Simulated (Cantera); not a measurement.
## Equilibrium for silicon oxide and oxynitride deposition: SiH2Cl2 + H2O + H2 + O2

Charge: 1 mol SiH2Cl2, 0.36 mol H2O, 3 mol H2, 28 mol O2, at 1173 K and 750 Torr.

Cantera equilibrium calculation (NASA polynomials, part measured and part estimated; ideal gas, pure solids and liquids). Candidate condensed phases: H2O, Si, SiO2; 30 gas species. The tables hold silica as quartz up to 1696 K and as liquid above; real silica turns to tridymite and cristobalite and melts near 1996 K. Equilibrium is a limit: real reactors are often held back by kinetics, nucleation or transport.

- x(O2) = 0.826
- x(H2O) = 0.112
- x(HCl) = 0.0582
- x(Cl2) = 0.00324
- x(Cl) = 0.000202
- x(HOCl) = 1.16e-5
- x(ClO) = 7.61e-6
- x(OH) = 3.07e-6
- n(SiO2(β-quartz)) = 1.00 mol
- gas amount = 30.81 mol
- log10 activity of Si(s) (absent) = -31.09
